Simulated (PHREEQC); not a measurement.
Solution (25 °C and 50 atm): 5.3 mol/kgw NaCl, 0.19 mol/kgw K2SO4 and 1.4 mol/kgw MgCl2. Closed to the air; pH follows from the charge balance.

Model: Pitzer model, pitzer.dat, run in PHREEQC.

The ionic strength comes out as 10.1 mol/kgw and the activity of water is 0.625. The density is 1.263 g/cm³ and the osmotic coefficient comes out as 1.699.

```tsv
species	molality	activity	log γ
Cl-	8.10	5.87	-0.140
Na+	5.30	19.4	0.563
Mg+2	1.40	70.2	1.700
K+	0.380	0.440	0.064
SO4-2	0.190	0.000526	-2.558
MgOH+	3.52e-6	2.59e-6	-0.133
HSO4-	2.51e-6	1.29e-6	-0.288
H+	1.02e-6	2.64e-5	1.414
OH-	2.38e-9	2.43e-10	-0.989
```

Precipitation was switched off in this run. Saturation is exceeded, for instance for Halite; the values hold only as long as no solid forms. Under pressure, the constants of complexes without a molar volume in the database are unreliable.
